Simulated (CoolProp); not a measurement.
A simple Rankine cycle with the fluoroketone C6F12O (FK-5-1-12): condensing at 326.15 K, boiler at 1.12 MPa, turbine inlet 420 K, turbine efficiency 0.6, pump efficiency 0.6, no recuperator. Each further row changes one setting.

Values from CoolProp's reference Helmholtz-energy equation of state, McLinden 2015.

```json
[
 {"case": "as stated", "thermal efficiency (%)": "7.0", "net work (kJ/kg)": "11.3", "heat in (kJ/kg)": "160", "turbine exit temperature (K)": "393.1", "volume ratio over the turbine": "13.2"},
 {"case": "turbine inlet 440 K", "thermal efficiency (%)": "6.8", "net work (kJ/kg)": "12.4", "heat in (kJ/kg)": "183", "turbine exit temperature (K)": "415.7", "volume ratio over the turbine": "11.9"},
 {"case": "condensing temperature 318.15 K", "thermal efficiency (%)": "7.6", "net work (kJ/kg)": "12.9", "heat in (kJ/kg)": "169", "turbine exit temperature (K)": "391.1", "volume ratio over the turbine": "17.5"},
 {"case": "boiler pressure 0.784 MPa", "thermal efficiency (%)": "6.2", "net work (kJ/kg)": "10.3", "heat in (kJ/kg)": "167", "turbine exit temperature (K)": "400.8", "volume ratio over the turbine": "7.88"},
 {"case": "turbine efficiency 0.5", "thermal efficiency (%)": "5.8", "net work (kJ/kg)": "9.24", "heat in (kJ/kg)": "160", "turbine exit temperature (K)": "395.3", "volume ratio over the turbine": "13.3"}
]
```
